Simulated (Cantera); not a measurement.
A freely propagating, adiabatic, planar premixed flame of 19.8 % H2, 15.4 % O2, 64.8 % N2, equivalence ratio 0.64, unburnt at 650 K and 9.90 bar; mixture-averaged transport, grid criteria slope 0.08 and curve 0.16, no radiation.

Computed with Cantera and the H2/O2 subset of GRI-Mech 3.0, which has no nitrogen chemistry. The hydrogen kinetics of GRI-Mech 3.0 are dated; newer H2 mechanisms differ, most at raised pressure. Burning velocities carry a grid error of a few per cent, more on coarse grids. Lean hydrogen flames are cellular in practice and burn faster than this planar one.

Task: Predict: laminar burning velocity; thermal thickness; peak x(HO2); peak x(H2O2); peak x(OH); peak x(H).

Result: 
- laminar burning velocity: 187 cm/s
- thermal thickness: 0.0346 mm
- peak x(HO2): 0.000896
- peak x(H2O2): 0.000247
- peak x(OH): 0.00665
- peak x(H): 0.00292
